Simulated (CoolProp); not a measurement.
R1336mzz(Z) along the isobar 12.5 bar: fugacity coefficient from the reference equation and from simpler models built on Tc = 444.5 K, pc = 29.04 bar, ω = 0.386; each cubic takes its own stable root.

Model: reference Helmholtz-energy equation of state, McLinden 2020, in CoolProp.

| T (K) | phase | reference |
|---|---|---|
| 333.7 | liquid | 0.1902 |
| 350.3 | liquid | 0.2928 |
| 366.9 | liquid | 0.4264 |
| 383.6 | liquid | 0.5924 |
| 416.8 | gas | 0.8097 |
| 433.5 | gas | 0.8357 |
| 450.1 | gas | 0.8571 |
| 466.7 | gas | 0.8752 |
| 483.4 | gas | 0.8906 |
| 500 | gas | 0.9038 |

**Question.** How far does each simpler model (van der Waals, Soave-Redlich-Kwong, Peng-Robinson) lie from the reference over these 10 states: mean and median of the absolute difference, and the worst?

**Answer.** 
- van der Waals: mean 47.2 %, median 4.3 %, worst +199.6 % at 333.7 K and 12.5 bar
- Soave-Redlich-Kwong: mean 1.8 %, median 1.1 %, worst +3.5 % at 366.9 K and 12.5 bar
- Peng-Robinson: mean 0.9 %, median 0.9 %, worst +1.1 % at 350.3 K and 12.5 bar

At some of these states van der Waals gives the other phase, because its saturation line lies elsewhere.
